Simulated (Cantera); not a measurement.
What does this Cantera script print?

```python
import numpy as np
import cantera as ct

gas_names = """
    O O2 O3 S SO SO2 SO3 S2 S2O S8
""".split()
cond_names = """
    S(cr1) S(cr2) S(L)
""".split()


def load(file, names, dense=False):
    # The tables refer to 1 bar. Condensed volumes are neglected.
    table = {s.name: s for s in ct.Species.list_from_file(file)}
    out = []
    for n in names:
        d = dict(table[n].input_data)
        d["thermo"] = dict(d["thermo"], **{"reference-pressure": 1e5})
        if dense:
            d["equation-of-state"] = {"model": "constant-volume", "density": "1e6 g/cm^3"}
        out.append(ct.Species.from_dict(d))
    return out


gas = ct.Solution(thermo="ideal-gas", species=load("nasa_gas.yaml", gas_names))
cond = {s.name: ct.Solution(thermo="fixed-stoichiometry", species=[s], name=s.name)
        for s in load("nasa_condensed.yaml", cond_names, dense=True)}
atoms = {
    'S': {'S': 1},
    'SO2': {'S': 1, 'O': 2},
    'O2': {'O': 2},
}
top_T = {}  # K; cautious upper limits of use, not melting points


def equilibrate(T, P, feed):
    n = {}
    for name, mol in feed.items():
        for a, k in atoms[name].items():
            n[a] = n.get(a, 0.0) + k * mol
    gas.TPX = T, P, n
    mass = sum(n.values()) * gas.mean_molecular_weight
    gas.equilibrate("TP")
    valid = [c for c in cond.values() if c.min_temp <= T <= top_T.get(c.name, c.max_temp)]
    mix = ct.Mixture([(gas, mass / gas.mean_molecular_weight)] + [(c, 0.0) for c in valid])
    mix.T, mix.P = T, P
    mix.equilibrate("TP", solver="vcs", rtol=1e-11, max_steps=5000)
    return mix


results = []
feed = {'S': 1, 'SO2': 0.29, 'O2': 3.4}  # mol
T = 950  # K
for P in [10, 65, 420, 2700, 17000, 110000, 720000, 4700000, 30000000]:
    mix = equilibrate(T, P, feed)
    results.append((T, P, feed, dict(zip(mix.species_names, mix.species_moles))))

top = {s: max(r[3][s] / sum(r[3][g] for g in gas_names) for r in results) for s in gas_names}
cols = sorted((s for s in top if top[s] > 0.0001), key=lambda s: -top[s])[:8]
seen = [c for c in cond_names if any(r[3].get(c, 0) > 1e-12 for r in results)]
print("log10 of partial pressures in bar; condensed amounts in mol")
print(f"{'P/Pa':>10s}" + "".join(f"{s[:9]:>10s}" for s in cols + seen))
for T, P, feed, n in results:
    ng = sum(n[g] for g in gas_names)
    print(f"{P:10.4g}" + "".join(f"{np.log10(max(n[s] / ng * P / 1e5, 1e-99)):10.3f}" for s in cols)
          + "".join(f"{n.get(c, 0):10.4g}" for c in seen))
```

Result:

```
log10 of partial pressures in bar; condensed amounts in mol
      P/Pa        O2       SO3       SO2
        10    -4.188    -6.034    -4.466
        65    -3.377    -4.830    -3.667
       420    -2.570    -3.651    -2.891
      2700    -1.769    -2.518    -2.159
   1.7e+04    -0.980    -1.468    -1.504
   1.1e+05    -0.181    -0.492    -0.926
   7.2e+05     0.626     0.414    -0.425
   4.7e+06     1.436     1.270     0.026
     3e+07     2.239     2.092     0.447
```

Method: chemical equilibrium by Gibbs-energy minimisation in Cantera with the NASA 1993 tables (ideal gas, pure condensed phases). The ideal-gas law is rough above about 30 bar.
